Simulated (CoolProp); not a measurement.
Acetone at several states: fugacity coefficient from the reference equation and from simpler models built on Tc = 508.1 K, pc = 4.692 MPa, ω = 0.307; each cubic takes its own stable root.

Computed with CoolProp (reference Helmholtz-energy equation of state, Lemmon 2006). It is a short technical equation, of lower accuracy than the large ones.

```
T (K)  p (MPa)   phase  reference  van der Waals  Soave-Redlich-Kwong  Peng-Robinson
-----  -------  ------  ---------  -------------  -------------------  -------------
192.9    0.517  liquid   3.000e-5        0.03096             2.468e-5       3.125e-5
302.9    0.283  liquid     0.1300         0.9411               0.1272         0.1304
426.5   0.0133     gas     0.9979         0.9987               0.9983         0.9982
194.7    0.274  liquid   6.930e-5        0.06210             5.704e-5       7.184e-5
484.7   0.0372     gas     0.9963         0.9974               0.9968         0.9965
```

At some of these states van der Waals gives the other phase, because its saturation line lies elsewhere.
